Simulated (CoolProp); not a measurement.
Vapour-liquid equilibrium of CHF3 (R23) (1) + R125 (2) at 3.56 bar; x and y are mole fractions of (1).

Computed with CoolProp (multi-fluid Helmholtz-energy mixture model, Penoncello 2003 and Lemmon 2005; pair parameters Bell 2016).

| x | bubble temperature, mixture model (K) | bubble temperature, Raoult's law (K) | y, mixture model | y, Raoult's law |
|---|---|---|---|---|
| 0.05 | 251.2 | 250.6 | 0.152 | 0.181 |
| 0.15 | 245.0 | 244.0 | 0.391 | 0.437 |
| 0.25 | 239.5 | 238.6 | 0.564 | 0.604 |
| 0.35 | 234.8 | 234.0 | 0.687 | 0.718 |
| 0.45 | 230.8 | 230.2 | 0.776 | 0.800 |
| 0.55 | 227.3 | 226.9 | 0.842 | 0.860 |
| 0.65 | 224.3 | 224.0 | 0.892 | 0.905 |
| 0.75 | 221.6 | 221.4 | 0.931 | 0.941 |
| 0.85 | 219.3 | 219.2 | 0.962 | 0.968 |
| 0.95 | 217.1 | 217.1 | 0.988 | 0.991 |

The largest gap from Raoult's law is +1.0 K in bubble temperature, at x = 0.15. No azeotrope shows between x = 0.05 and 0.95.

Pair parameters are fitted to limited data, so mixtures are less certain than the pure fluids.
